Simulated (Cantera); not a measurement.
A freely propagating, adiabatic, planar premixed flame of H2 : O2 : N2 = 1 : 0.294 : 1.11 (molar parts), equivalence ratio 1.7, unburnt at 475 K and 0.132 atm; mixture-averaged transport, grid criteria slope 0.08 and curve 0.16, no radiation.

Computed with Cantera and the H2/O2 subset of GRI-Mech 3.0, which has no nitrogen chemistry. Burning velocities carry a grid error of a few per cent, more on coarse grids.

How do the results move with these cheaper or finer settings: unity-Lewis-number transport; multicomponent transport; multicomponent+Soret transport; grid criteria slope 0.5, curve 1; grid criteria slope 0.25, curve 0.5; grid criteria slope 0.03, curve 0.06?


```json
[
 {"setting": "as above", "laminar burning velocity": "472 cm/s", "thermal thickness": "5.70 mm", "peak x(H2O2)": "3.89e-6", "peak x(OH)": "0.00749", "grid points": "144"},
 {"setting": "unity-Lewis-number transport", "laminar burning velocity": "284 cm/s", "thermal thickness": "4.67 mm", "peak x(H2O2)": "1.96e-6", "peak x(OH)": "0.00727", "grid points": "131"},
 {"setting": "multicomponent transport", "laminar burning velocity": "459 cm/s", "thermal thickness": "5.71 mm", "peak x(H2O2)": "3.90e-6", "peak x(OH)": "0.00747", "grid points": "144"},
 {"setting": "multicomponent+Soret transport", "laminar burning velocity": "442 cm/s", "thermal thickness": "5.61 mm", "peak x(H2O2)": "4.01e-6", "peak x(OH)": "0.00746", "grid points": "144"},
 {"setting": "grid criteria slope 0.5, curve 1", "laminar burning velocity": "571 cm/s", "thermal thickness": "7.82 mm", "peak x(H2O2)": "2.81e-6", "peak x(OH)": "0.00843", "grid points": "48"},
 {"setting": "grid criteria slope 0.25, curve 0.5", "laminar burning velocity": "509 cm/s", "thermal thickness": "6.48 mm", "peak x(H2O2)": "3.18e-6", "peak x(OH)": "0.00787", "grid points": "77"},
 {"setting": "grid criteria slope 0.03, curve 0.06", "laminar burning velocity": "466 cm/s", "thermal thickness": "5.53 mm", "peak x(H2O2)": "3.97e-6", "peak x(OH)": "0.00731", "grid points": "318"}
]
```
The base run took roughly 1.1 core-seconds.
Unity Lewis numbers drop preferential diffusion, which matters most where H2 and H carry the flame; Soret adds thermal diffusion.
